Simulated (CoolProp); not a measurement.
Vapour-liquid equilibrium of dimethyl carbonate (1) + n-nonane (2) at 0.789 MPa; x and y are mole fractions of (1).

The numbers come from the multi-fluid Helmholtz-energy mixture model, Zhou 2011 and Lemmon 2006; pair parameters Bell 2016 in CoolProp.

| x | bubble temperature (°C) | y at the bubble point | dew temperature at overall composition x (°C) | liquid density (mol/L) |
|---|---|---|---|---|
| 0.05 | (withheld) | 0.179 | 246.4 | (withheld) |
| 0.125 | 222.5 | 0.395 | 241.5 | 4.409 |
| 0.2 | 210.2 | 0.543 | 236.5 | 4.704 |
| 0.275 | 200.8 | 0.641 | 231.4 | 4.993 |
| 0.35 | 193.9 | 0.707 | 225.9 | 5.283 |
| 0.425 | 188.7 | 0.755 | 220.1 | 5.584 |
| 0.5 | 184.9 | 0.790 | 213.9 | 5.906 |
| 0.575 | 181.8 | 0.819 | 207.2 | 6.259 |
| 0.65 | 179.4 | (withheld) | 199.9 | 6.651 |
| 0.725 | (withheld) | 0.869 | 192.0 | 7.097 |
| 0.8 | 175.5 | 0.896 | 183.8 | 7.607 |
| 0.875 | 173.8 | 0.927 | 176.9 | 8.196 |
| 0.95 | 172.3 | 0.966 | 172.9 | 8.880 |

Q: Fill in the missing entries.

A: 
- 0.05, bubble temperature (°C): 238.0
- 0.05, liquid density (mol/L): 4.104
- 0.65, y at the bubble point: 0.844
- 0.725, bubble temperature (°C): 177.3

No azeotrope shows between x = 0.05 and 0.95.

Pair parameters are fitted to limited data, so mixtures are less certain than the pure fluids.
